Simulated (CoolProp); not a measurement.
Vapour pressure (MPa) of diethyl ether: the reference equation beside estimates from Tc = 467.9 K, pc = 3.717 MPa, ω = 0.282. Clausius-Clapeyron is anchored at 301.6 K with a constant enthalpy of vaporisation of 26.93 kJ/mol.

Computed with CoolProp (reference Helmholtz-energy equation of state, Thol 2014).

```json
[
 {"T (K)": "282.7", "reference": "0.03810", "Clausius-Clapeyron": "0.03972", "Redlich-Kwong": "0.08186", "Soave-Redlich-Kwong": "0.03748"},
 {"T (K)": "292.1", "reference": "0.05641", "Clausius-Clapeyron": "0.05743", "Redlich-Kwong": "0.1141", "Soave-Redlich-Kwong": "0.05558"},
 {"T (K)": "301.6", "reference": "0.08145", "Clausius-Clapeyron": "0.08145", "Redlich-Kwong": "0.1555", "Soave-Redlich-Kwong": "0.08038"},
 {"T (K)": "311", "reference": "0.1141", "Clausius-Clapeyron": "0.1127", "Redlich-Kwong": "0.2067", "Soave-Redlich-Kwong": "0.1129"},
 {"T (K)": "320.5", "reference": "0.1568", "Clausius-Clapeyron": "0.1534", "Redlich-Kwong": "0.2699", "Soave-Redlich-Kwong": "0.1554"},
 {"T (K)": "329.9", "reference": "0.2103", "Clausius-Clapeyron": "0.2047", "Redlich-Kwong": "0.3453", "Soave-Redlich-Kwong": "0.2089"},
 {"T (K)": "339.4", "reference": "0.2775", "Clausius-Clapeyron": "0.2694", "Redlich-Kwong": "0.4359", "Soave-Redlich-Kwong": "0.2764"},
 {"T (K)": "348.8", "reference": "0.3591", "Clausius-Clapeyron": "0.3484", "Redlich-Kwong": "0.5410", "Soave-Redlich-Kwong": "0.3585"}
]
```

Absolute difference from the reference over all 8 rows, mean and median: Clausius-Clapeyron 2.3 and 2.4 %, Redlich-Kwong 79.2 and 76.6 %, Soave-Redlich-Kwong 0.9 and 1.0 %.
